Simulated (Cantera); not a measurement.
Standard-state values (1 bar) from the NASA 1993 polynomials, evaluated with Cantera. Values are per mole of reaction as written; species without (g) are pure solids or liquids, kept so even where they would boil at 1 bar.

Problem. Between 723 and 1223 K, where is each reaction favourable under standard conditions?
- 2 K₂SO₄ → 4 K + 8 O(g) + S₂(g)

Solution. 
- 2 K₂SO₄ → 4 K + 8 O(g) + S₂(g): ΔG° is 3950 kJ at 723 K and 3234 kJ at 1223 K; it stays positive (K < 1). ΔH° is 4957 kJ and ΔS° 1409 J/K at 1223 K.
